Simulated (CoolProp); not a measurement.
R142b along the isotherm 175.75 °C: density (kg/m³) from the reference equation and from simpler models built on Tc = 137.1 °C, pc = 40.55 bar, ω = 0.232; each cubic takes its own stable root.

Model: reference Helmholtz-energy equation of state, Lemmon 2006, in CoolProp. It is a short technical equation, of lower accuracy than the large ones.

| p (bar) | phase | reference |
|---|---|---|
| 4.34 | gas | 12.02 |
| 8.69 | gas | 24.79 |
| 13 | gas | 38.28 |
| 17.4 | gas | 53.05 |
| 21.7 | gas | 68.64 |
| 26.1 | gas | 86.01 |
| 30.4 | gas | 104.7 |
| 34.8 | gas | 125.9 |
| 39.1 | gas | 149.3 |
| 43.4 | supercritical | 176.1 |
| 47.8 | supercritical | 208.1 |
| 52.1 | supercritical | 245.1 |
| 56.5 | supercritical | 290.5 |
| 60.8 | supercritical | 342.7 |

How far does each simpler model (ideal gas, van der Waals, Peng-Robinson) lie from the reference over these 14 states: mean and median of the absolute difference, and the worst?


- ideal gas: mean 25.2 %, median 23.7 %, worst -52.2 % at 175.75 °C and 60.8 bar
- van der Waals: mean 2.9 %, median 0.6 %, worst +12.8 % at 175.75 °C and 56.5 bar
- Peng-Robinson: mean 1.4 %, median 1.5 %, worst -2.8 % at 175.75 °C and 60.8 bar
